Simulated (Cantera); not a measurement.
# Premixed flame

A freely propagating, adiabatic, planar premixed flame of 10.7 % CH4, 17.9 % O2, 71.4 % N2, equivalence ratio 1.2, unburnt at 723 K and 100.0 Torr; mixture-averaged transport, grid criteria slope 0.08 and curve 0.16, no radiation.

Cantera simulation using GRI-Mech 3.0 (53 species, 325 reactions); the numbers are that mechanism's predictions, not measurements. Burning velocities carry a grid error of a few per cent, more on coarse grids.

```csv
z (mm),T (K),u (m/s),x CH4,x O2,x CH2O,x H,x CH2,x CO2
-5.86,723,2.30,0.107,0.179,4.86e-7,9.66e-8,<1e-8,8.98e-8
-3.91,725,2.31,0.106,0.178,6.60e-6,1.84e-6,<1e-8,1.78e-6
-2.93,732,2.34,0.105,0.177,2.46e-5,1.06e-5,<1e-8,1.21e-5
-1.95,783,2.53,0.100,0.172,0.000112,7.41e-5,1.75e-8,0.000142
-0.976,1114,3.67,0.0722,0.144,0.000748,0.000668,2.43e-6,0.00221
-0.488,1484,4.97,0.0393,0.104,0.00125,0.00234,3.47e-5,0.00668
0,1832,6.21,0.0109,0.0579,0.000831,0.00662,0.000111,0.0144
0.488,1997,6.80,0.00135,0.0287,0.000221,0.0120,5.51e-5,0.0236
0.976,2037,6.93,9.44e-5,0.0163,2.35e-5,0.0157,6.54e-6,0.0320
1.95,2053,6.96,3.99e-7,0.0101,1.19e-7,0.0182,3.48e-8,0.0422
3.91,2065,6.98,<1e-8,0.00855,<1e-8,0.0187,<1e-8,0.0483
7.81,2080,7.02,<1e-8,0.00805,<1e-8,0.0180,<1e-8,0.0496
15.6,2103,7.09,<1e-8,0.00746,<1e-8,0.0165,<1e-8,0.0500
```
x: mole fraction of selected species; z is measured from the peak of heat release.

```yaml
laminar_burning_velocity: 229 cm/s
thermal_thickness: 1.95 mm
peak x(CH2O): 0.00125
peak x(H): 0.0187
peak x(CH2): 0.000112
grid_points: 151
```
